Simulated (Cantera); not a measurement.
**Equilibrium for silicon oxide and oxynitride deposition: HMDSO + O2 + H2**

A closed system holds: 1 mol HMDSO, 18 mol O2, 1.3 mol H2, equilibrated at 13300 Pa.

Equilibrium computed with Cantera from the NASA thermochemical tables; the gas is ideal and each condensed phase is pure. Candidate condensed phases: C, C6H6, C7H8, C8H18, H2O, Si, SiC, SiO2; 123 gas species. The feed counts by its element totals alone. The tables hold silica as quartz up to 1696 K and as liquid above; real silica turns to tridymite and cristobalite and melts near 1996 K. Gases not in the tables: Si(OH)4. Equilibrium is a limit: real reactors are often held back by kinetics, nucleation or transport.

```tsv
T (K)	log p H2O	log p CO2	log p O2	log p OH	log p CO	log p O	n SiO2(α-quartz)	n SiO2(β-quartz)	n SiO2(condensed)
623	-1.20	-1.43	-1.48	-12.36	<-12	<-12	2.00	0	0
723	-1.20	-1.43	-1.48	-10.49	<-12	<-12	2.00	0	0
823	-1.20	-1.43	-1.48	-9.06	<-12	<-12	2.00	0	0
923	-1.20	-1.43	-1.48	-7.95	-12.14	-11.65	0	2.00	0
1023	-1.20	-1.43	-1.48	-7.05	-10.57	-10.25	0	2.00	0
1123	-1.20	-1.43	-1.48	-6.31	-9.29	-9.10	0	2.00	0
1223	-1.20	-1.43	-1.48	-5.69	-8.22	-8.13	0	2.00	0
1323	-1.20	-1.43	-1.48	-5.17	-7.31	-7.32	0	2.00	0
1423	-1.20	-1.43	-1.48	-4.71	-6.53	-6.61	0	2.00	0
1523	-1.20	-1.43	-1.48	-4.32	-5.85	-6.00	0	2.00	0
1623	-1.20	-1.43	-1.48	-3.98	-5.26	-5.46	0	2.00	0
1723	-1.20	-1.43	-1.48	-3.67	-4.74	-4.99	0	0	2.00
```
log p: log10 of the partial pressure in bar; n: condensed amount in mol.

From 623 K to 823 K the condensed part is SiO2(α-quartz). From 923 K to 1623 K the condensed part is SiO2(β-quartz). At 1723 K the condensed part is SiO2(condensed).
